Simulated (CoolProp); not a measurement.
The numbers come from the reference Helmholtz-energy equation of state, Lemmon 2016 in CoolProp.

Question: For R227EA, give the phase and the Z, speed of sound (m/s), Joule-Thomson coefficient (K/MPa), viscosity (µPa s) at 366.4 K and 7.89 MPa; 377.2 K and 7.89 MPa; 388.1 K and 7.89 MPa.

Answer: 
- 366.4 K and 7.89 MPa: liquid; Z 0.381, speed of sound 279, Joule-Thomson coefficient 0.403, viscosity 124
- 377.2 K and 7.89 MPa: supercritical; Z 0.389, speed of sound 248, Joule-Thomson coefficient 0.611, viscosity 108
- 388.1 K and 7.89 MPa: supercritical; Z 0.402, speed of sound 219, Joule-Thomson coefficient 0.895, viscosity 92.3

Viscosity comes from a separate model (Huber 2003), an estimate that may be off by 10 % or more.
